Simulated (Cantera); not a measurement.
Feed: 1 mol V, 1.7 mol H2O, 30 mol N2, at 2773.15 K and 3.70 bar.

Cantera equilibrium calculation (NASA polynomials, part measured and part estimated; ideal gas, pure solids and liquids). Candidate condensed phases: H2O, V, VN, VO, V2O3, V2O4, V2O5; 28 gas species. VO: taken at fixed stoichiometry. The numbers say what is thermodynamically allowed, not how fast it happens.

Base state: N2 0.931, H2 0.0388, VO2 0.0111, H2O 0.00986, H 0.00762, VO 0.00111, OH 0.000531, NO 0.000218 (mole fractions); condensed: VO(l).

Task: What changes in the equilibrium state with this change: temperature from 2773.15 K to 2073.15 K?

Result: 
```
species        before    after
------------  -------  -------
N2              0.931    0.946
H2             0.0388   0.0472
H2O           0.00986  0.00629
VO2            0.0111  2.01e-5
V             2.11e-5  3.34e-9
O             6.57e-5  2.04e-8
VO(l), mol      0.607        0
V2O3(s), mol        0    0.500
```
Condensed phases not in the tables: the oxides between V2O3 and V2O5 other than VO2.
